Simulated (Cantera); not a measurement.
Mixture: 20.7 % CO, 2.07 % H2, 12.3 % O2, 64.9 % N2, at 360000 Pa, adiabatic and at constant volume. Ignition delay is the time to a rise of 400 K.

Cantera simulation using GRI-Mech 3.0 (53 species, 325 reactions); the numbers are that mechanism's predictions, not measurements. The hydrogen kinetics of GRI-Mech 3.0 are dated; newer H2 mechanisms differ, most at raised pressure. Where the delays flatten at high temperature, the 400 K rule measures the pace of heat release, not the induction time.

Predict: delay at 1100 K; delay at 1300 K; delay at 1500 K; delay at 1700 K; delay at 1900 K.


```json
{
  "delay at 1100 K": "0.190 ms",
  "delay at 1300 K": "29.0 µs",
  "delay at 1500 K": "16.5 µs",
  "delay at 1700 K": "13.2 µs",
  "delay at 1900 K": "12.8 µs"
}
```
